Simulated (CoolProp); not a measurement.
R134a at several states: density (kg/m³) from the reference equation and from simpler models built on Tc = 374.2 K, pc = 4.059 MPa, ω = 0.327; each cubic takes its own stable root.

Values from CoolProp's reference Helmholtz-energy equation of state, Tillner-Roth 1994.

```json
[
 {"T (K)": "253.1", "p (MPa)": "0.473", "phase": "liquid", "reference": "1359", "van der Waals": "25.32", "Peng-Robinson": "1342"},
 {"T (K)": "407.3", "p (MPa)": "1.48", "phase": "gas", "reference": "49.56", "van der Waals": "49.27", "Peng-Robinson": "50.01"},
 {"T (K)": "239.3", "p (MPa)": "0.107", "phase": "liquid", "reference": "1400", "van der Waals": "5.614", "Peng-Robinson": "1381"},
 {"T (K)": "354.9", "p (MPa)": "0.0316", "phase": "gas", "reference": "1.096", "van der Waals": "1.096", "Peng-Robinson": "1.096"},
 {"T (K)": "265.1", "p (MPa)": "3.91", "phase": "liquid", "reference": "1333", "van der Waals": "778.2", "Peng-Robinson": "1319"}
]
```

At some of these states van der Waals gives the other phase, because its saturation line lies elsewhere.
